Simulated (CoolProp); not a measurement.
Vapour-liquid equilibrium of 1-butene (1) + acetone (2) at 376.3 K; x and y are mole fractions of (1).

Model: multi-fluid Helmholtz-energy mixture model, Lemmon 2005 and Lemmon 2006; pair parameters Bell 2016, in CoolProp.

### Question
Give the bubble pressure and the first vapour's composition at x = 0.2, 0.35, 0.5. Is there an azeotrope?

### Answer
x = 0.2: 0.9097 MPa, y = 0.588; x = 0.35: 1.182 MPa, y = 0.708; x = 0.5: 1.384 MPa, y = 0.776. No azeotrope shows between x = 0.05 and 0.95.

The pair parameters rest on a limited set of measurements; away from them the model extrapolates.
